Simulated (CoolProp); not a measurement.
The fluid at 371.71 K and 1.69 MPa flows at 0.99 m/s in a round tube of 12.7 mm bore and 45 µm roughness, fully developed (64/Re and Nu = 3.66 if laminar; Colebrook and Gnielinski if turbulent). The same conditions are run with several fluids, on thermodynamics alone (safety and materials aside).

Computed with CoolProp (reference Helmholtz-energy equation of state of each fluid (sulfur hexafluoride: Guder 2009; R134a: Tillner-Roth 1994; R410A: Lemmon 2003; R507A: Lemmon 2003; C3F8 (R218): Lemmon 2006)). Blends and air are pseudo-pure fits.

Rank sulfur hexafluoride, R134a, R410A, R507A, C3F8 (R218) by Reynolds number, highest first.

C3F8 (R218) (95400), sulfur hexafluoride (57500), R134a (55900), R507A (49300), R410A (33400)

```json
[
 {"fluid": "sulfur hexafluoride", "Darcy friction factor": "0.0294", "pressure drop (Pa/m)": "99.9", "heat-transfer coefficient (W/(m² K))": "288", "mass flow (kg/h)": "39.8"},
 {"fluid": "R134a", "Darcy friction factor": "0.0294", "pressure drop (Pa/m)": "76.4", "heat-transfer coefficient (W/(m² K))": "297", "mass flow (kg/h)": "30.4"},
 {"fluid": "R410A", "Darcy friction factor": "0.0306", "pressure drop (Pa/m)": "52.2", "heat-transfer coefficient (W/(m² K))": "184", "mass flow (kg/h)": "20.0"},
 {"fluid": "R507A", "Darcy friction factor": "0.0297", "pressure drop (Pa/m)": "71.6", "heat-transfer coefficient (W/(m² K))": "269", "mass flow (kg/h)": "28.2"},
 {"fluid": "C3F8 (R218)", "Darcy friction factor": "0.0287", "pressure drop (Pa/m)": "140", "heat-transfer coefficient (W/(m² K))": "488", "mass flow (kg/h)": "57.1"}
]
```

Transport values come from each fluid's own correlations; those of R134a, C3F8 (R218) are estimates that may be off by 10 % or more.
